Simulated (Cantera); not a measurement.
An adiabatic, constant-pressure homogeneous reactor starts with H2 : O2 : N2 : H2O = 1 : 0.725 : 2.72 : 0.14 (molar parts), equivalence ratio 0.69, at 1200 K and 29.0 bar. Integrator tolerance rtol = 1e-08.

Computed with Cantera and the H2/O2 subset of GRI-Mech 3.0, which has no nitrogen chemistry. The hydrogen kinetics of GRI-Mech 3.0 are dated; newer H2 mechanisms differ, most at raised pressure. The pressure lies above the range GRI-Mech 3.0 was tuned for (to about 10 atm).

Q: What does this change do: initial temperature 1200 to 1700 K?

A: 
```
quantity                                                              before                                    after
---------------------------------  -----------------------------------------  ---------------------------------------
time of steepest temperature rise                                   0.155 ms                                 0.350 µs
temperature at 0.500 s                                                2651 K                                   2982 K
equilibrium temperature                                               2651 K                                   2982 K
x(H2) at 0.500 s                     0.00260 (gas-phase equilibrium 0.00260)  0.00882 (gas-phase equilibrium 0.00882)
x(O2) at 0.500 s                       0.0527 (gas-phase equilibrium 0.0527)    0.0509 (gas-phase equilibrium 0.0509)
x(H2O) at 0.500 s                        0.269 (gas-phase equilibrium 0.269)      0.253 (gas-phase equilibrium 0.253)
x(OH) at 0.500 s                       0.0113 (gas-phase equilibrium 0.0113)    0.0246 (gas-phase equilibrium 0.0246)
x(H) at 0.500 s                    0.000448 (gas-phase equilibrium 0.000448)  0.00263 (gas-phase equilibrium 0.00263)
x(H2O2) at 0.500 s                   3.19e-6 (gas-phase equilibrium 3.19e-6)  5.17e-6 (gas-phase equilibrium 5.17e-6)
x(O) at 0.500 s                      0.00125 (gas-phase equilibrium 0.00125)  0.00449 (gas-phase equilibrium 0.00449)
```
